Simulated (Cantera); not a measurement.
Feed: 1 mol SiH2Cl2, 0.0072 mol Cl2, 780 mol H2, 4.8 mol HCl, held at 0.660 bar.

Method: chemical equilibrium by Gibbs-energy minimisation in Cantera with the NASA 1993 tables (ideal gas, pure condensed phases). Candidate condensed phases: Si; 19 gas species. Equilibrium is a limit: real reactors are often held back by kinetics, nucleation or transport.

Problem. Which condensed phases are stable at each of these points (T (K)): 1023, 1073, 1123, 1173, 1223, 1273, 1323, 1373, 1423, 1473, 1523, 1573?

Solution. 
| T (K) | condensed phases | Si condensed (%) |
|---|---|---|
| 1023 | gas only | 0.0 |
| 1073 | Si(s) | 13.9 |
| 1123 | Si(s) | 41.2 |
| 1173 | Si(s) | 61.0 |
| 1223 | Si(s) | 72.4 |
| 1273 | Si(s) | 78.1 |
| 1323 | Si(s) | 80.7 |
| 1373 | Si(s) | 81.7 |
| 1423 | Si(s) | 81.9 |
| 1473 | Si(s) | 81.8 |
| 1523 | Si(s) | 81.4 |
| 1573 | Si(s) | 80.9 |

At 1023 K nothing is condensed. From 1073 K to 1573 K the condensed part is Si(s).
